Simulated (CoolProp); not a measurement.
Vapour pressure (bar) of R22: the reference equation beside estimates from Tc = 96.1 °C, pc = 49.90 bar, ω = 0.221.

Model: reference Helmholtz-energy equation of state, Kamei 1995, in CoolProp.

```
T (°C)  reference  Soave-Redlich-Kwong  Peng-Robinson
------  ---------  -------------------  -------------
-86.35    0.06442              0.06311        0.06762
-83.55    0.07984              0.07824        0.08340
-80.65    0.09896              0.09701         0.1029
-77.85     0.1209               0.1186         0.1252
-74.95     0.1477               0.1449         0.1523
-72.15     0.1780               0.1749         0.1830
-69.25     0.2147               0.2110         0.2200
-66.45     0.2558               0.2516         0.2613
-63.55     0.3048               0.3001         0.3105
-60.75     0.3592               0.3539         0.3650
-57.85     0.4236               0.4177         0.4294
-55.05     0.4942               0.4877         0.4999
-52.15     0.5770               0.5700         0.5826
-49.35     0.6672               0.6597         0.6724
-46.45     0.7720               0.7641         0.7769
```

Absolute difference from the reference over all 15 rows, mean and median: Soave-Redlich-Kwong 1.6 and 1.6 %, Peng-Robinson 2.4 and 2.2 %.
